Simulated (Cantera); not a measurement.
Cantera run:

```python
import numpy as np
import cantera as ct

gas_names = [...]  # 116 gases of nasa_gas.yaml made of C, H, Mg, O
cond_names = """
    C(gr) C6H6(L) C7H8(L) C8H18(L),n-octa H2O(s) H2O(L) Mg(cr) Mg(L) MgCO3(s) MgO(s) MgO(L) MgO2H2(s)
""".split()


# ... load() reads the species with a 1 bar reference pressure and builds the phases ...
atoms = {
    'Mg(OH)2': {'Mg': 1, 'O': 2, 'H': 2},
    'C': {'C': 1},
    'O2': {'O': 2},
}
top_T = {'C(gr)': 4500}  # K; cautious upper limits of use, not melting points


# ... equilibrate(T, P, feed) seeds the gas with the atoms and calls Mixture.equilibrate('TP', solver="vcs", rtol=1e-11, max_steps=5000) ...
results = []
T = 2223.15  # K
P = 18000  # Pa
for m in [0.039, 0.07, 0.12, 0.22, 0.4, 0.72, 1.3]:
    feed = {'Mg(OH)2': 1, 'C': m, 'O2': 2.4}  # mol
    mix = equilibrate(T, P, feed)
    results.append((T, P, feed, dict(zip(mix.species_names, mix.species_moles))))
    x = sorted(zip(gas.X, gas.species_names), reverse=True)
    print(f"T = {T:g} K  P = {P:g} Pa  n(C) = {m:g} mol  gas = {mix.phase_moles(0):.4g} mol")
    print("   x: " + "  ".join(f"{s} {v:.3e}" for v, s in x if v > 0.0001))
    print("   condensed (mol): " + ("  ".join(f"{mix.phase(i).name} {mix.phase_moles(i):.4g}"
          for i in range(1, mix.n_phases) if mix.phase_moles(i) > 1e-12) or "none"))
```

Result:

```
T = 2223.15 K  P = 18000 Pa  n(C) = 0.039 mol  gas = 3.43 mol
   x: O2 6.813e-01  H2O 2.807e-01  OH 1.886e-02  CO2 1.115e-02  O 6.086e-03  H2 1.055e-03  H 4.909e-04  CO 2.245e-04
   condensed (mol): MgO(s) 0.9997
T = 2223.15 K  P = 18000 Pa  n(C) = 0.07 mol  gas = 3.43 mol
   x: O2 6.724e-01  H2O 2.807e-01  CO2 2.000e-02  OH 1.880e-02  O 6.046e-03  H2 1.062e-03  H 4.925e-04  CO 4.055e-04
   condensed (mol): MgO(s) 0.9997
T = 2223.15 K  P = 18000 Pa  n(C) = 0.12 mol  gas = 3.431 mol
   x: O2 6.579e-01  H2O 2.807e-01  CO2 3.428e-02  OH 1.870e-02  O 5.980e-03  H2 1.074e-03  CO 7.025e-04  H 4.952e-04
   condensed (mol): MgO(s) 0.9997
T = 2223.15 K  P = 18000 Pa  n(C) = 0.22 mol  gas = 3.431 mol
   x: O2 6.291e-01  H2O 2.808e-01  CO2 6.280e-02  OH 1.849e-02  O 5.848e-03  CO 1.316e-03  H2 1.098e-03  H 5.008e-04
   condensed (mol): MgO(s) 0.9997
T = 2223.15 K  P = 18000 Pa  n(C) = 0.4 mol  gas = 3.433 mol
   x: O2 5.772e-01  H2O 2.808e-01  CO2 1.140e-01  OH 1.810e-02  O 5.602e-03  CO 2.495e-03  H2 1.147e-03  H 5.117e-04
   condensed (mol): MgO(s) 0.9997
T = 2223.15 K  P = 18000 Pa  n(C) = 0.72 mol  gas = 3.436 mol
   x: O2 4.853e-01  H2O 2.808e-01  CO2 2.047e-01  OH 1.733e-02  O 5.136e-03  CO 4.885e-03  H2 1.251e-03  H 5.344e-04
   condensed (mol): MgO(s) 0.9997
T = 2223.15 K  P = 18000 Pa  n(C) = 1.3 mol  gas = 3.443 mol
   x: CO2 3.667e-01  O2 3.198e-01  H2O 2.807e-01  OH 1.561e-02  CO 1.078e-02  O 4.169e-03  H2 1.540e-03  H 5.931e-04
   condensed (mol): MgO(s) 0.9997
```

Equilibrium computed with Cantera from the NASA thermochemical tables; the gas is ideal and each condensed phase is pure.
